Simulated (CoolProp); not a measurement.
Vapour-liquid equilibrium of propylene (1) + n-hexane (2) at 303.5 K; x and y are mole fractions of (1).

Computed with CoolProp (multi-fluid Helmholtz-energy mixture model, Lemmon 2013 and Thol 2019; pair parameters Bell 2016).

Task: Give the bubble pressure and the first vapour's composition at x = 0.05, 0.5, 0.8. Is there an azeotrope?

Result: x = 0.05: 1.084 bar, y = 0.768; x = 0.5: 6.078 bar, y = 0.968; x = 0.8: 10.00 bar, y = 0.990. No azeotrope shows between x = 0.05 and 0.95.

Pair parameters are fitted to limited data, so mixtures are less certain than the pure fluids. The gap from Raoult's law changes sign with composition, which may be real or a fault of the pair parameters; it wasn't checked against measurements.
